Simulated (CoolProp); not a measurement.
Saturation properties of R227EA (Tc = 374.9 K, pc = 29.25 bar, ω = 0.358).

Computed with CoolProp (reference Helmholtz-energy equation of state, Lemmon 2016).

```csv
T (K),p (bar),enthalpy of vaporisation (kJ/kg),liquid viscosity (µPa s)
267,1.543,127.3,363
269.1,1.675,126.3,353
271.1,1.808,125.4,344
273.1,1.950,124.5,335
275.2,2.108,123.5,326
277.2,2.267,122.5,317
279.3,2.444,121.5,308
281.3,2.622,120.5,300
283.3,2.810,119.5,292
285.4,3.018,118.4,284
287.4,3.228,117.4,277
289.5,3.459,116.3,269
291.5,3.691,115.3,262
293.6,3.947,114.1,255
```

It boils at 256.8 K under 1 atm.

Viscosity comes from a separate model (Huber 2003), an estimate that may be off by 10 % or more.
